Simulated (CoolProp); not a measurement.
The fluid at 358.71 K and 1.35 MPa is throttled through a valve to 0.42 MPa with no heat exchange. The same conditions are run with several fluids, on thermodynamics alone (safety and materials aside).

The numbers come from the reference Helmholtz-energy equation of state of each fluid (ammonia: Gao 2020; carbon dioxide: Span 1996; R407C: Lemmon 2003; propane: Lemmon 2009; methane: Setzmann 1991) in CoolProp. Blends and air are pseudo-pure fits.

| fluid | temperature change (K) | final density (kg/m³) |
|---|---|---|
| ammonia | -14.4 | (withheld) |
| carbon dioxide | (withheld) | 6.39 |
| R407C | (withheld) | 13.0 |
| propane | -10.5 | (withheld) |
| methane | (withheld) | 2.28 |

Task: What belongs in the gaps?

Result: 
- ammonia, final density (kg/m³): 2.56
- carbon dioxide, temperature change (K): -6.6
- R407C, temperature change (K): -11.1
- propane, final density (kg/m³): 6.68
- methane, temperature change (K): -2.7
